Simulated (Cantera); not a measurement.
Feed: 1 mol CaO, 2.6 mol F₂, 0.078 mol O₂, held at 67.0 mbar.

Method: chemical equilibrium by Gibbs-energy minimisation in Cantera with the NASA 1993 tables (ideal gas, pure condensed phases). Candidate condensed phases: Ca, CaF₂, CaO; 13 gas species. Equilibrium is a limit: real reactors are often held back by kinetics, nucleation or transport.

Task: Which condensed phases are stable at each of these points (T (K)): 875, 950, 1025, 1100, 1175, 1250, 1325, 1400, 1475, 1550, 1625, 1700, 1775?

Result: 
```
T (K)  condensed phases  Ca condensed (%)
-----  ----------------  ----------------
875             CaF₂(s)             100.0
950             CaF₂(s)             100.0
1025            CaF₂(s)             100.0
1100            CaF₂(s)             100.0
1175            CaF₂(s)             100.0
1250            CaF₂(s)             100.0
1325            CaF₂(s)             100.0
1400            CaF₂(s)             100.0
1475            CaF₂(s)             100.0
1550            CaF₂(s)             100.0
1625            CaF₂(s)              99.9
1700            CaF₂(l)              99.5
1775            CaF₂(l)              98.6
```

From 875 K to 1625 K the condensed part is CaF₂(s). From 1700 K to 1775 K the condensed part is CaF₂(l).
